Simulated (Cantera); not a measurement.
A freely propagating, adiabatic, planar premixed flame of 12.8 % CH4, 18.3 % O2, 68.8 % N2, equivalence ratio 1.4, unburnt at 450 K and 1.00 bar; mixture-averaged transport, grid criteria slope 0.08 and curve 0.16, no radiation.

Computed with Cantera and GRI-Mech 3.0 (53 species, 325 reactions). Burning velocities carry a grid error of a few per cent, more on coarse grids.

Question: Predict: laminar burning velocity; thermal thickness; peak x(C2H2); peak x(CH2).

Answer: 
- laminar burning velocity = 36.0 cm/s
- thermal thickness = 0.664 mm
- peak x(C2H2) = 0.00173
- peak x(CH2) = 5.48e-5
